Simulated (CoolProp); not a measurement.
R142b at 298.15 K and 0.0949 MPa is throttled through a valve to 0.0347 MPa with no heat exchange. Each further row changes one setting.

Computed with CoolProp (reference Helmholtz-energy equation of state, Lemmon 2006). It is a short technical equation, of lower accuracy than the large ones.

```
case                        temperature change (K)  final density (kg/m³)
--------------------------  ----------------------  ---------------------
as stated                                     -1.6                   1.43
outlet pressure 0.0104 MPa                    -2.2                  0.426
outlet pressure 0.0451 MPa                    -1.3                   1.86
```
